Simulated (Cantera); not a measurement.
A freely propagating, adiabatic, planar premixed flame of 6.19 % CH4, 6.81 % CO, 16.5 % O2, 70.5 % N2, equivalence ratio 0.96, unburnt at 650 K and 1.20 bar; mixture-averaged transport, grid criteria slope 0.08 and curve 0.16, no radiation.

Model: GRI-Mech 3.0 (53 species, 325 reactions), integrated in Cantera. Burning velocities carry a grid error of a few per cent, more on coarse grids.

Task: Predict: laminar burning velocity; thermal thickness; peak x(O).

Result: 
- laminar burning velocity = 146 cm/s
- thermal thickness = 0.303 mm
- peak x(O) = 0.00630
